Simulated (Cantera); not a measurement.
Charge: 1 mol CuO, 0.73 mol C, 0.2 mol CO, held at 15.0 mbar.

These are equilibrium values from Cantera (NASA tables, ideal gas, pure condensed phases), not measurements of a reactor. Candidate condensed phases: C, Cu, CuO, Cu2O; 15 gas species. Kinetics and transport are ignored.

Problem. What share of the Cu ends up in condensed phases as a function of T (°C), at 675, 875, 1075, 1275, 1475, 1675, 1875, 2075?

Solution. 
```tsv
T (°C)	Cu condensed (%)	as
675	100.0	Cu(s)
875	100.0	Cu(s)
1075	100.0	Cu(s)
1275	99.9	Cu(l)
1475	98.2	Cu(l)
1675	80.2	Cu(l)
1875	0.0	-
2075	0.0	-
```
